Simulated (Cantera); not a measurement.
What does this Cantera script print?

```python
import numpy as np
import cantera as ct

gas = ct.Solution("h2o2.yaml")
gas.TPX = 1250, 280, {'H2': 0.017, 'O2': 1}
reactor = ct.IdealGasConstPressureReactor(gas, energy="off", clone=False)
net = ct.ReactorNet([reactor])
net.rtol, net.atol = 1e-08, 1e-18
show = ['H2', 'O2', 'HO2', 'O', 'OH', 'H2O', 'H2O2']
times = np.geomspace(7e-05, 20, 15)

steps = ct.SolutionArray(gas, extra=["t"])
rows = []
print(f"{'t/s':>10s}{'T/K':>9s}{'P/Pa':>11s}" + "".join(f"{s:>11s}" for s in show))
for t in times:
    while net.time < t:
        t_next = net.step()
        steps.append(gas.state, t=t_next)
    rows.append([np.interp(t, steps.t, y) for y in (steps.T, steps.P, *steps(*show).X.T)])
    print(f"{t:10.3e}{rows[-1][0]:9.1f}{rows[-1][1]:11.4g}" + "".join(f"{x:11.3e}" for x in rows[-1][2:]))
rate = np.gradient(steps.T, steps.t)
print("integrator steps:", len(steps.t))
if steps.T.max() > steps.T[0] + 200:
    print(f"time of steepest temperature rise: {steps.t[rate.argmax()]:.4e} s")
gas.TPX = 1250, 280, {'H2': 0.017, 'O2': 1}
gas.equilibrate("TP")
print(f"equilibrium (TP): T = {gas.T:.1f} K  " + "  ".join(f"{s} {gas[s].X[0]:.3e}" for s in show))
```

It prints:

```
       t/s      T/K       P/Pa         H2         O2        HO2          O         OH        H2O       H2O2
 7.000e-05   1250.0        280  1.672e-02  9.833e-01  5.501e-10  1.033e-10  1.020e-10  2.900e-12  8.377e-15
 1.717e-04   1250.0        280  1.672e-02  9.833e-01  1.349e-09  5.172e-10  5.016e-10  3.627e-11  5.011e-14
 4.212e-04   1250.0        280  1.672e-02  9.833e-01  3.310e-09  2.242e-09  2.079e-09  3.960e-10  3.007e-13
 1.033e-03   1250.0        280  1.672e-02  9.833e-01  8.120e-09  9.067e-09  7.685e-09  3.728e-09  1.798e-12
 2.535e-03   1250.0        280  1.672e-02  9.833e-01  1.992e-08  4.865e-08  3.712e-08  3.834e-08  1.066e-11
 6.218e-03   1250.0        280  1.671e-02  9.833e-01  4.911e-08  8.485e-07  6.179e-07  9.450e-07  6.200e-11
 1.525e-02   1250.0        280  1.585e-02  9.825e-01  2.221e-07  5.357e-04  3.772e-04  6.294e-04  7.903e-10
 3.742e-02   1250.0        280  1.417e-04  9.680e-01  2.603e-07  1.397e-02  1.596e-03  1.522e-02  6.783e-09
 9.179e-02   1250.0        280  1.102e-04  9.681e-01  2.480e-07  1.387e-02  1.489e-03  1.535e-02  6.021e-09
 2.252e-01   1250.0        280  1.058e-04  9.688e-01  2.438e-07  1.327e-02  1.460e-03  1.541e-02  6.004e-09
 5.523e-01   1250.0        280  9.594e-05  9.702e-01  2.341e-07  1.196e-02  1.391e-03  1.553e-02  5.957e-09
 1.355e+00   1250.0        280  7.650e-05  9.729e-01  2.123e-07  9.415e-03  1.244e-03  1.578e-02  5.809e-09
 3.324e+00   1250.0        280  4.729e-05  9.769e-01  1.701e-07  5.719e-03  9.798e-04  1.612e-02  5.362e-09
 8.153e+00   1250.0        280  1.984e-05  9.805e-01  1.089e-07  2.360e-03  6.358e-04  1.646e-02  4.296e-09
 2.000e+01   1250.0        280  5.653e-06  9.823e-01  5.180e-08  6.659e-04  3.399e-04  1.667e-02  2.672e-09
integrator steps: 964
equilibrium (TP): T = 1250.0 K  H2 1.115e-08  O2 9.831e-01  HO2 6.874e-09  O 1.305e-06  OH 1.513e-05  H2O 1.685e-02  H2O2 3.257e-11
```

Cantera simulation using the H2/O2 subset of GRI-Mech 3.0, which has no nitrogen chemistry; the numbers are that mechanism's predictions, not measurements. Radical loss at walls, strong at low pressure, is not modelled.
